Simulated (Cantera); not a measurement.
A closed system holds: 1 mol Cr, 0.17 mol NH3, 7.1 mol N2, at 2673 K and 0.820 bar.

Method: chemical equilibrium by Gibbs-energy minimisation in Cantera with the NASA 1993 tables (ideal gas, pure condensed phases). Candidate condensed phases: Cr, CrN, Cr2N; 11 gas species. Kinetics and transport are ignored.

Base state: N2 0.847, Cr 0.118, H2 0.0256, H 0.00905 (mole fractions); condensed: gas only.

Problem. What changes in the equilibrium state with this change: NH3 from 0.17 to 0.48 mol?

Solution. 
```
species   before   after
-------  -------  ------
N2         0.847   0.804
Cr         0.118   0.110
H2        0.0256  0.0713
H        0.00905  0.0151
```

Problem. What changes in the equilibrium state with this change: NH3 from 0.17 to 0.13 mol?

Solution. 
| species | before | after |
|---|---|---|
| N2 | 0.847 | 0.854 |
| Cr | 0.118 | 0.119 |
| H2 | 0.0256 | 0.0193 |
| H | 0.00905 | 0.00786 |
